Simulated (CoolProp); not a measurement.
The fluid at 298.15 K and 15.2 MPa is throttled through a valve to 2.76 MPa with no heat exchange. The same conditions are run with several fluids, on thermodynamics alone (safety and materials aside).

Values from CoolProp's reference Helmholtz-energy equation of state of each fluid (hexamethyldisiloxane (MM): Thol 2016; C3F8 (R218): Lemmon 2006; R114: Platzer 1990; o-xylene: Zhou 2012; 1,2-dichloroethane: Thol 2015). The equations of Platzer and Polt are older, rougher fits.

Q: Rank hexamethyldisiloxane (MM), C3F8 (R218), R114, o-xylene, 1,2-dichloroethane by temperature change (K), highest first.

A: o-xylene (+5.8), hexamethyldisiloxane (MM) (+5.3), 1,2-dichloroethane (+5.1), R114 (+3.9), C3F8 (R218) (+0.8)

```
fluid                      final density (kg/m³)
-------------------------  ---------------------
hexamethyldisiloxane (MM)                    758
C3F8 (R218)                                 1350
R114                                        1450
o-xylene                                     873
1,2-dichloroethane                          1240
```
